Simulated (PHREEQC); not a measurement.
Consider water at 43 °C with 0.063 mol/kgw KOH, 0.1 mol/kgw NaAlO2 and 0.003 mol/kgw (CH3)4NCl. Closed to the air; pH follows from the charge balance.

Equilibrium calculation in PHREEQC: ion-association model, phreeqc.dat.

Each row changes one thing in this solution. No solid was allowed to form.

```json
[
 {"case": "as made", "pH": "12.11", "ionic strength (mol/kgw)": "0.166", "SI of Sylvite (KCl)": "-4.99"},
 {"case": "NaAlO2 replaced by NaOH at the same molality", "pH": "12.52", "ionic strength (mol/kgw)": "0.166", "SI of Sylvite (KCl)": "-4.99"},
 {"case": "temperature from 43 to 75 °C", "pH": "11.33", "ionic strength (mol/kgw)": "0.166", "SI of Sylvite (KCl)": "-5.14"},
 {"case": "diluted 100-fold with water", "pH": "10.23", "ionic strength (mol/kgw)": "(withheld)", "SI of Sylvite (KCl)": "-8.75"},
 {"case": "diluted 10-fold with water", "pH": "(withheld)", "ionic strength (mol/kgw)": "0.0166", "SI of Sylvite (KCl)": "-6.83"},
 {"case": "NaAlO2 left out", "pH": "(withheld)", "ionic strength (mol/kgw)": "(withheld)", "SI of Sylvite (KCl)": "(withheld)"},
 {"case": "(CH3)4NCl from 0.003 to 0.0027 mol/kgw", "pH": "12.11", "ionic strength (mol/kgw)": "0.166", "SI of Sylvite (KCl)": "-5.04"}
]
```

Q: Complete the blanks.

A: 
- diluted 100-fold with water, ionic strength (mol/kgw): 0.00166
- diluted 10-fold with water, pH: 11.19
- NaAlO2 left out, pH: 12.14
- NaAlO2 left out, ionic strength (mol/kgw): 0.0660
- NaAlO2 left out, SI of Sylvite (KCl): -4.91

Complexes and solids missing from the database can't appear. Some of these states are supersaturated (in Gibbsite (slow to form), for instance). (CH3)4N+ isn't in the database: it is added as a free cation with an ion size of 4 Å. Away from 25 °C the constants follow the database's enthalpies or fits; those with neither stay at their 25 °C values.
